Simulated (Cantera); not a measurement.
**Ignition delay**

Mixture: 5.48 % CH4, 0.449 % CO, 17.5 % O2, 54.2 % N2, 22.5 % H2O, at 4.30 bar, adiabatic and at constant volume. Ignition delay is the time to a rise of 400 K.

Detailed kinetics in Cantera: GRI-Mech 3.0 (53 species, 325 reactions).

```json
[
 {"T0 (K)": "1000", "delay (ms)": "208"},
 {"T0 (K)": "1075", "delay (ms)": "58.2"},
 {"T0 (K)": "1150", "delay (ms)": "19.6"},
 {"T0 (K)": "1225", "delay (ms)": "7.55"},
 {"T0 (K)": "1300", "delay (ms)": "3.16"},
 {"T0 (K)": "1375", "delay (ms)": "1.40"}
]
```

```yaml
apparent activation energy between 1225 and 1375 K: 160 kJ/mol
```
